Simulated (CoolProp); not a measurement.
Properties of acetone along the isobar 101 kPa.

Computed with CoolProp (reference Helmholtz-energy equation of state, Lemmon 2006). It is a short technical equation, of lower accuracy than the large ones.

```
T (K)  phase       Z  speed of sound (m/s)  expansivity (1/kK)
-----  -----  ------  --------------------  ------------------
482.1    gas  0.9897                     ?               2.153
491.8    gas  0.9904                     ?               2.104
501.5    gas  0.9911                     ?               2.058
511.2    gas  0.9916                     ?               2.015
520.9    gas  0.9922                     ?               1.973
530.6    gas  0.9927                     ?               1.934
540.3    gas  0.9931                     ?               1.896
550      gas  0.9935                     ?               1.860
```

### Question
Some entries are withheld; supply them.

### Answer

- 482.1, speed of sound (m/s): 271.4
- 491.8, speed of sound (m/s): 274.1
- 501.5, speed of sound (m/s): 276.8
- 511.2, speed of sound (m/s): 279.4
- 520.9, speed of sound (m/s): 282.0
- 530.6, speed of sound (m/s): 284.6
- 540.3, speed of sound (m/s): 287.2
- 550, speed of sound (m/s): 289.7
